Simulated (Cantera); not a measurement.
## Ignition delay

Mixture: 29.6 % H2, 14.8 % O2, 55.6 % N2, equivalence ratio 1.0, at 220000 Pa, adiabatic and at constant pressure. Ignition delay is the time to a rise of 400 K.

Computed with Cantera and GRI-Mech 3.0 (53 species, 325 reactions). The hydrogen kinetics of GRI-Mech 3.0 are dated; newer H2 mechanisms differ, most at raised pressure. Below about 950 K walls govern HO2 and H2O2 in real vessels. Where the delays flatten at high temperature, the 400 K rule measures the pace of heat release, not the induction time.

```json
[
 {"T0 (K)": "925", "delay (ms)": "111"},
 {"T0 (K)": "1000", "delay (ms)": "6.55"},
 {"T0 (K)": "1075", "delay (ms)": "0.0952"},
 {"T0 (K)": "1150", "delay (ms)": "0.0345"},
 {"T0 (K)": "1225", "delay (ms)": "0.0200"},
 {"T0 (K)": "1300", "delay (ms)": "0.0135"},
 {"T0 (K)": "1375", "delay (ms)": "0.0100"},
 {"T0 (K)": "1450", "delay (ms)": "0.00787"},
 {"T0 (K)": "1525", "delay (ms)": "0.00653"},
 {"T0 (K)": "1600", "delay (ms)": "0.00568"}
]
```
